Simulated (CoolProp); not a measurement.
100 sccm (0 °C, 1 atm) of nitrogen bubbles through liquid dimethyl carbonate at 287.1 K and leaves saturated at a total pressure of 0.088 MPa (ideal gas phase). Each further row changes one setting.

The numbers come from the reference Helmholtz-energy equation of state, Zhou 2011 in CoolProp.

```tsv
case	vapour pressure (kPa)	mole fraction of vapour	delivery (mg/min)	delivery (sccm)	change of delivery for a bath 1 K warmer (%)
as stated	4.01	0.0456	19.2	4.78	6.0
bath temperature 292.1 K	5.29	0.0601	25.7	6.39	5.9
total pressure 0.176 MPa	4.01	0.0228	9.38	2.33	5.9
```
